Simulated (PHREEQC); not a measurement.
A PHREEQC input (ion-association model, wateq4f.dat):

```
SOLUTION 1
  temp 25
  units mg/L
  pH 7.85
  pe 2.2
  Na 34.2
  K 63.8
  Ca 136
  Mg 12.9
  Cl 127
  S(6) 88.9 as SO4
  Alkalinity 316 as HCO3
  Br 0.316
END
USE solution 1
EQUILIBRIUM_PHASES 1
  Gyppsum 0 0
  CO2(g) -3.4 10
END
```

It stops with these messages:

```
ERROR: Phase not found in database, Gyppsum.
ERROR: Calculations terminating due to input errors.
```

The fault: the phase Gypsum misspelt. The line should read `Gypsum` where the input has `Gyppsum`. With the mend the run ends at pH 8.78 and ionic strength 0.0138 mol/kgw.
